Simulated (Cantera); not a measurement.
Cantera run, input and output.

```python
import numpy as np
import cantera as ct

gas = ct.Solution("h2o2.yaml")
gas.TPX = 475, 1000000, {'H2': 1, 'O2': 0.417, 'N2': 1.21}
flame = ct.FreeFlame(gas, width=0.008)
flame.set_refine_criteria(ratio=3, slope=0.08, curve=0.16)
flame.transport_model = "mixture-averaged"
flame.solve(loglevel=0, auto=True)
z, T = flame.grid, flame.T
thick = (T[-1] - T[0]) / np.gradient(T, z).max()
show = ['H2', 'O2', 'H', 'HO2', 'H2O2', 'O']
print(f"laminar burning velocity  {flame.velocity[0] * 100:.3f} cm/s")
print(f"burnt temperature         {T[-1]:.1f} K")
print(f"thermal thickness         {thick * 1e3:.4f} mm")
print(f"grid points               {len(z)}")
z0 = z[flame.heat_release_rate.argmax()]
print(f"{'z/mm':>9s}{'T/K':>9s}{'u/(m/s)':>9s}" + "".join(f"{s:>11s}" for s in show))
rows = []
for k in (-3, -2, -1.5, -1, -0.5, -0.25, 0, 0.25, 0.5, 1, 2, 4, 8):
    zz = z0 + k * thick
    rows.append([k * thick, np.interp(zz, z, T), np.interp(zz, z, flame.velocity),
                 *(np.interp(zz, z, flame.X[gas.species_index(s)]) for s in show)])
    print(f"{rows[-1][0] * 1e3:9.3f}{rows[-1][1]:9.1f}{rows[-1][2]:9.3f}" + "".join(f"{x:11.3e}" for x in rows[-1][3:]))
```

It prints:

```
laminar burning velocity  656.221 cm/s
burnt temperature         2741.0 K
thermal thickness         0.0210 mm
grid points               105
     z/mm      T/K  u/(m/s)         H2         O2          H        HO2       H2O2          O
   -0.063    475.0    6.562  3.807e-01  1.587e-01  3.221e-14  2.898e-10  1.333e-11  2.466e-11
   -0.042    475.0    6.562  3.806e-01  1.587e-01  4.471e-13  4.283e-09  2.090e-10  3.401e-10
   -0.032    475.2    6.562  3.804e-01  1.588e-01  8.715e-12  1.113e-07  5.706e-09  5.933e-09
   -0.021    476.9    6.571  3.788e-01  1.592e-01  4.287e-10  2.847e-06  1.495e-07  9.684e-08
   -0.011    536.8    7.212  3.600e-01  1.627e-01  9.717e-06  4.775e-04  2.470e-05  8.036e-06
   -0.005    894.7   11.466  3.075e-01  1.555e-01  2.352e-03  1.726e-03  1.624e-04  3.183e-04
    0.000   1437.9   17.802  2.218e-01  1.171e-01  1.693e-02  8.006e-04  5.532e-05  2.783e-03
    0.005   1820.9   22.251  1.450e-01  6.483e-02  3.344e-02  3.635e-04  6.842e-06  5.695e-03
    0.011   2034.2   24.701  1.055e-01  3.335e-02  3.900e-02  1.614e-04  4.405e-06  6.547e-03
    0.021   2241.9   26.982  8.482e-02  1.397e-02  3.438e-02  5.552e-05  2.644e-06  5.932e-03
    0.042   2421.6   28.834  7.971e-02  7.726e-03  2.409e-02  2.481e-05  1.762e-06  3.899e-03
    0.084   2563.9   30.229  7.626e-02  4.503e-03  1.554e-02  1.151e-05  1.237e-06  2.110e-03
    0.168   2660.2   31.140  7.312e-02  2.413e-03  1.005e-02  5.062e-06  8.185e-07  1.072e-03
```

Computed with Cantera and the H2/O2 subset of GRI-Mech 3.0, which has no nitrogen chemistry. The hydrogen kinetics of GRI-Mech 3.0 are dated; newer H2 mechanisms differ, most at raised pressure. Burning velocities carry a grid error of a few per cent, more on coarse grids.
